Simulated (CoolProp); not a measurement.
The fluid at 422.25 K and 1.06 MPa expands adiabatically to 0.116 MPa with isentropic efficiency 1. The same conditions are run with several fluids, on thermodynamics alone (safety and materials aside).

The numbers come from the reference Helmholtz-energy equation of state of each fluid (carbon dioxide: Span 1996; R13: Platzer 1990; R245fa: Akasaka 2015; chlorine: Thol 2021; ammonia: Gao 2020) in CoolProp. The equations of Platzer and Polt are older, rougher fits.

Rank carbon dioxide, R13, R245fa, chlorine, ammonia by work (kJ/kg), highest first.

ammonia (351), carbon dioxide (139), chlorine (81.7), R13 (64.8), R245fa (50.9)

```csv
fluid,final temperature (K),final density (kg/m³)
carbon dioxide,261.1,2.37
R13,328.1,4.48
R245fa,363.6,5.25
chlorine,244.9,4.16
ammonia,255.5,0.952
```
